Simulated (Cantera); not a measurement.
Charge: 1 mol PbO, 0.98 mol CO, 1.8 mol N2, equilibrated at 1350 °C and 10.0 mbar.

These are equilibrium values from Cantera (NASA tables, ideal gas, pure condensed phases), not measurements of a reactor. Candidate condensed phases: C, Pb, PbO, PbO2, Pb3O4; 27 gas species. Gases not in the tables: (PbO)n polymers. Rates play no part.

Base state: N2 0.476, Pb 0.249, CO2 0.249, PbO 0.0154, CO 0.0102, O2 4.34e-5, NO 2.39e-5 (mole fractions); condensed: gas only.

Problem. What changes in the equilibrium state with this change: temperature from 1350 °C to 952 °C?

Solution. 
| species | before | after |
|---|---|---|
| N2 | 0.476 | 0.583 |
| CO2 | 0.249 | 0.317 |
| Pb | 0.249 | 0.0935 |
| CO | 0.0102 | 0.000268 |
| PbO | 0.0154 | 0.00674 |
| O2 | 4.34e-5 | 1.35e-7 |
| NO | 2.39e-5 | 1.63e-7 |
| Pb(l), mol | 0 | 0.690 |
